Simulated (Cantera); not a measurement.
An isothermal, constant-pressure homogeneous reactor starts with 2.43 % CH₄, 97.4 % H₂, 0.185 % N₂, at 2500 K and 10.00 Torr.

Detailed kinetics in Cantera: GRI-Mech 3.0 (53 species, 325 reactions). GRI-Mech 3.0 stops at C3 and has no aromatics, soot or wall deposition, so with more carbon than oxygen in the feed, carbon stays in small species such as C2H2 where larger ones or solid carbon would form. Radical loss at walls, strong at low pressure, is not modelled.

**Question.** Predict: x(CH₄) at 2.00 s; x(H₂) at 2.00 s; x(C₂H) at 2.00 s; x(CH₂) at 2.00 s; x(CH₃) at 2.00 s; x(C₂H₂) at 2.00 s.

**Answer.** x(CH₄) at 2.00 s: 1.36e-6 (gas-phase equilibrium 1.32e-6)
x(H₂) at 2.00 s: 0.793 (gas-phase equilibrium 0.792)
x(C₂H) at 2.00 s: 0.000185 (gas-phase equilibrium 0.000168)
x(CH₂) at 2.00 s: 2.38e-6 (gas-phase equilibrium 2.32e-6)
x(CH₃) at 2.00 s: 5.97e-6 (gas-phase equilibrium 5.81e-6)
x(C₂H₂) at 2.00 s: 0.0105 (gas-phase equilibrium 0.00952)
